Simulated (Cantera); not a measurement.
Source: NASA polynomial tables (part measured, part estimated), evaluated in Cantera. Values are per mole of reaction as written; species without (g) are pure solids or liquids, kept so even where they would boil at 1 bar.

6 PbF₂ + S₂(g) ⇌ 2 SF₆(g) + 6 Pb

```
T (K)  ΔH° (kJ)  ΔS° (J/K)  ΔG° (kJ)  log10 K
-----  --------  ---------  --------  -------
750      1431.6      -44.9    1465.3  -102.05
800           ?          ?         ?        ?
850      1407.3      -75.6    1471.5   -90.43
900           ?          ?         ?        ?
950      1396.0      -88.2    1479.8   -81.36
1000     1390.5      -93.8    1484.3   -77.53
```

**Question.** Some entries are withheld; supply them.

**Answer.** 
- 800, ΔH° (kJ): 1417.2
- 800, ΔS° (J/K): -63.5
- 800, ΔG° (kJ): 1468.0
- 800, log10 K: -95.85
- 900, ΔH° (kJ): 1400.8
- 900, ΔS° (J/K): -82.9
- 900, ΔG° (kJ): 1475.5
- 900, log10 K: -85.63
